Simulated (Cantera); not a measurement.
Input: 1 mol TEOS, 1.6 mol O3, 1.3 mol N2, at 0.270 bar.

These are equilibrium values from Cantera (NASA tables, ideal gas, pure condensed phases), not measurements of a reactor. Candidate condensed phases: C, C6H6, C7H8, C8H18, H2O, Si, SiC, SiO2, Si2N2O, Si3N4; 151 gas species. The feed counts by its element totals alone. Mutual solubility and eutectic melting of coexisting phases are not modelled. The tables hold silica as quartz up to 1696 K and as liquid above; real silica turns to tridymite and cristobalite and melts near 1996 K. The numbers say what is thermodynamically allowed, not how fast it happens. All values below are at 1452 °C.

Base state: H2 0.524, CO 0.419, N2 0.0493, SiO 0.00643, H 0.000259, H2O 0.000143, HCN 0.000117, CO2 3.26e-5 (mole fractions); condensed: SiO2(condensed) + Si2N2O(s).

Q: What changes in the equilibrium state with this change: N2 from 1.3 to 4.6 mol?

A: 
| species | before | after |
|---|---|---|
| H2 | 0.524 | 0.448 |
| CO | 0.419 | 0.358 |
| N2 | 0.0493 | 0.189 |
| SiO | 0.00643 | 0.00410 |
| CH4 | 1.29e-5 | 5.13e-6 |
| CO2 | 3.26e-5 | 4.36e-5 |
| H2O | 0.000143 | 0.000192 |
| SiO2(condensed), mol | 0.159 | 0.168 |
| Si2N2O(s), mol | 0.359 | 0.370 |
